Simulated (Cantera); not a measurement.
Input: 1 mol MgO, 1.8 mol F2, held at 1.33 mbar.

Equilibrium computed with Cantera from the NASA thermochemical tables; the gas is ideal and each condensed phase is pure. Candidate condensed phases: Mg, MgF2, MgO; 14 gas species. Equilibrium is a limit: real reactors are often held back by kinetics, nucleation or transport.

Problem. At 923 K, list the 3 most abundant gas species with their mole fractions, and the condensed phases.

Solution. F 0.520, O2 0.285, F2 0.195. Condensed: MgF2(s).
